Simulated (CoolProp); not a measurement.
Values from CoolProp's reference Helmholtz-energy equation of state, Thol 2015.

Question: For octamethylcyclotetrasiloxane (D4), give the phase and the Z, speed of sound (m/s), expansivity (1/kK) at 240.45 °C and 0.247 MPa; 346.85 °C and 0.247 MPa.

Answer: 
- 240.45 °C and 0.247 MPa: gas; Z 0.882, speed of sound 107, expansivity 3.06
- 346.85 °C and 0.247 MPa: gas; Z 0.946, speed of sound 126, expansivity 1.99
